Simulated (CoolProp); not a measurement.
C2F6 (R116) at several states: fugacity coefficient from the reference equation and from simpler models built on Tc = 293.0 K, pc = 3048 kPa, ω = 0.257; each cubic takes its own stable root.

Values from CoolProp's reference Helmholtz-energy equation of state, Lemmon 2006. It is a short technical equation, of lower accuracy than the large ones.

```
T (K)  p (kPa)          phase  reference
-----  -------  -------------  ---------
244.4      299            gas     0.9404
263.2      331            gas     0.9484
233.9      694         liquid     0.7018
278.8     7930         liquid     0.2613
398      14200  supercritical     0.6678
```

**Question.** How far does each simpler model (Redlich-Kwong, Peng-Robinson) lie from the reference over these 5 states: mean and median of the absolute difference, and the worst?

**Answer.** 
- Redlich-Kwong: mean 8.0 %, median 8.5 %, worst +21.9 % at 233.9 K and 694 kPa
- Peng-Robinson: mean 1.5 %, median 0.7 %, worst -3.4 % at 398 K and 14200 kPa

At some of these states Redlich-Kwong gives the other phase, because its saturation line lies elsewhere.
